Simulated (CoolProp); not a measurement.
Sulfur dioxide at several states: density (kg/m³) from the reference equation and from simpler models built on Tc = 157.5 °C, pc = 7.887 MPa, ω = 0.256; each cubic takes its own stable root.

Computed with CoolProp (reference Helmholtz-energy equation of state, Gao 2016).

```csv
T (°C),p (MPa),phase,reference,van der Waals,Redlich-Kwong,Soave-Redlich-Kwong,Peng-Robinson
193.25,0.0629,gas,1.041,1.041,1.041,1.041,1.042
205.75,18.2,supercritical,699.4,583.8,637.2,588.6,636.2
-64.35,0.0284,liquid,1600,1.054,1386,1413,1589
-39.75,17.6,liquid,1558,933.2,1360,1388,1559
```

At some of these states van der Waals gives the other phase, because its saturation line lies elsewhere.
